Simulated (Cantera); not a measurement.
## Abatement and gas-phase synthesis: HF + O2

Charge: 1 mol HF, 0.061 mol O2, held at 45.0 Pa.

Cantera equilibrium calculation (NASA polynomials, part measured and part estimated; ideal gas, pure solids and liquids). Candidate condensed phases: H2O; 37 gas species. Ions and electrons are included (thermal ionisation). The numbers say what is thermodynamically allowed, not how fast it happens.

From 2500 K to 5000 K nothing is condensed.

```tsv
T (K)	log p HF	log p F	log p H	log p O	log p O2	log p OH
2500	-3.44	-4.62	-4.69	-4.47	-5.25	-5.78
3000	-3.88	-3.84	-3.85	-4.48	-7.07	-6.52
3500	-5.04	-3.68	-3.68	-4.58	-8.54	-7.57
4000	-6.14	-3.67	-3.67	-4.59	-9.52	-8.42
4500	-7.01	-3.67	-3.67	-4.59	-10.27	-9.08
5000	-7.71	-3.67	-3.67	-4.59	-10.87	-9.61
```
log p: log10 of the partial pressure in bar; nothing condenses.
